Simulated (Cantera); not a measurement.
Input (Python, Cantera):

```python
import numpy as np
import cantera as ct

gas = ct.Solution("gri30.yaml")
gas.TPX = 1275, 100000, {'CH4': 1, 'O2': 2.94, 'N2': 11.1}
reactor = ct.IdealGasReactor(gas, energy="on", clone=False)
net = ct.ReactorNet([reactor])
net.rtol, net.atol = 1e-08, 1e-16
show = ['CH4', 'O2', 'CH3', 'H2', 'C2H4']
times = np.geomspace(1e-06, 0.1, 10)

steps = ct.SolutionArray(gas, extra=["t"])
rows = []
print(f"{'t/s':>10s}{'T/K':>9s}{'P/Pa':>11s}" + "".join(f"{s:>11s}" for s in show))
for t in times:
    while net.time < t:
        t_next = net.step()
        steps.append(gas.state, t=t_next)
    rows.append([np.interp(t, steps.t, y) for y in (steps.T, steps.P, *steps(*show).X.T)])
    print(f"{t:10.3e}{rows[-1][0]:9.1f}{rows[-1][1]:11.4g}" + "".join(f"{x:11.3e}" for x in rows[-1][2:]))
rate = np.gradient(steps.T, steps.t)
print("integrator steps:", len(steps.t))
if steps.T.max() > steps.T[0] + 200:
    print(f"time of steepest temperature rise: {steps.t[rate.argmax()]:.4e} s")
gas.TPX = 1275, 100000, {'CH4': 1, 'O2': 2.94, 'N2': 11.1}
gas.equilibrate("UV")
print(f"equilibrium (UV): T = {gas.T:.1f} K  " + "  ".join(f"{s} {gas[s].X[0]:.3e}" for s in show))
```

It prints:

```
       t/s      T/K       P/Pa        CH4         O2        CH3         H2       C2H4
 1.000e-06   1275.0      1e+05  6.649e-02  1.955e-01  2.365e-09  1.745e-11  4.183e-19
 3.594e-06   1275.0      1e+05  6.649e-02  1.955e-01  8.707e-09  1.189e-10  5.798e-17
 1.292e-05   1275.0      1e+05  6.649e-02  1.955e-01  3.213e-08  5.540e-10  5.735e-15
 4.642e-05   1275.0      1e+05  6.649e-02  1.955e-01  1.206e-07  2.569e-09  3.848e-13
 1.668e-04   1275.0      1e+05  6.649e-02  1.955e-01  5.097e-07  1.690e-08  2.496e-11
 5.995e-04   1275.0      1e+05  6.648e-02  1.955e-01  3.128e-06  2.432e-07  2.851e-09
 2.154e-03   1275.3      1e+05  6.641e-02  1.954e-01  1.832e-05  6.494e-06  4.993e-07
 7.743e-03   1281.9  1.005e+05  6.538e-02  1.947e-01  4.403e-05  1.463e-04  2.221e-05
 2.783e-02   2660.5  2.121e+05  5.029e-17  5.667e-02  4.493e-16  4.229e-03  7.009e-26
 1.000e-01   2660.5  2.121e+05  5.029e-17  5.667e-02  4.493e-16  4.229e-03  7.009e-26
integrator steps: 2215
time of steepest temperature rise: 1.2860e-02 s
equilibrium (UV): T = 2660.5 K  CH4 7.043e-17  O2 5.667e-02  CH3 6.291e-16  H2 4.229e-03  C2H4 8.212e-26
```

Computed with Cantera and GRI-Mech 3.0 (53 species, 325 reactions).
